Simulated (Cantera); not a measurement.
# Ammonia decomposition in nitride growth gas

An isothermal, constant-pressure homogeneous reactor starts with 58.1 % NH3, 41.9 % H2, at 1700 K and 0.330 bar.

Detailed kinetics in Cantera: the gas-phase N/H chemistry of the illustrative SiF4/NH3 mechanism in the Surface Chemkin manual (1991). Walls and surfaces, which speed up NH3 decomposition in real reactors, are not modelled.

```csv
t (s),x NH3,x H2,x N2H2,x N2H4,x H,x NH,x N
0.000800,0.581,0.419,6.06e-8,7.51e-9,1.49e-5,1.08e-7,1.16e-9
0.00229,0.581,0.419,4.11e-7,4.26e-8,3.54e-5,5.99e-7,1.49e-8
0.00658,0.581,0.419,7.01e-7,6.82e-8,4.49e-5,9.51e-7,2.96e-8
0.0188,0.579,0.420,7.01e-7,6.82e-8,4.52e-5,9.55e-7,2.98e-8
0.0540,0.573,0.424,6.91e-7,6.74e-8,4.58e-5,9.52e-7,2.99e-8
0.155,0.558,0.434,6.62e-7,6.50e-8,4.73e-5,9.46e-7,3.01e-8
0.444,0.518,0.462,5.90e-7,5.90e-8,5.16e-5,9.28e-7,3.05e-8
1.27,0.425,0.526,4.37e-7,4.52e-8,6.27e-5,8.76e-7,3.12e-8
3.65,0.262,0.637,2.16e-7,2.33e-8,8.85e-5,7.42e-7,3.14e-8
10.5,0.0976,0.749,5.22e-8,5.56e-9,0.000136,4.80e-7,2.71e-8
30.0,0.0215,0.801,4.92e-9,4.82e-10,0.000196,1.91e-7,1.46e-8
```
x: mole fraction; the columns are a selection and need not sum to one.

Equilibrium at this temperature and pressure: NH3 3.76e-6, H2 0.816, N2H2 <1e-12, N2H4 <1e-12, H 0.000233, NH 4.59e-11, N 4.13e-12 (gas phase only).
